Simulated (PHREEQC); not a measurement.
Solution (25 °C): 0.23 mol/kgw CuCl2, 1.9 mol/kgw HNO3 and 0.0039 mol/kgw CaCl2. Closed to the air; pH follows from the charge balance.

The numbers come from PHREEQC with the ion-association model, phreeqc.dat.

The ionic strength comes out as 2.52 mol/kgw. What activity coefficients do CuCl3-, Ca+2, CuCl+, Cu+2, NO3- get?

CuCl3- 0.55, Ca+2 0.33, CuCl+ 0.55, Cu+2 0.16, NO3- 0.48.

This is a speciation only: nothing precipitates in the calculation. Caution: at this ionic strength the ion-association model is outside its range; a Pitzer model would be the better tool where its parameters exist.
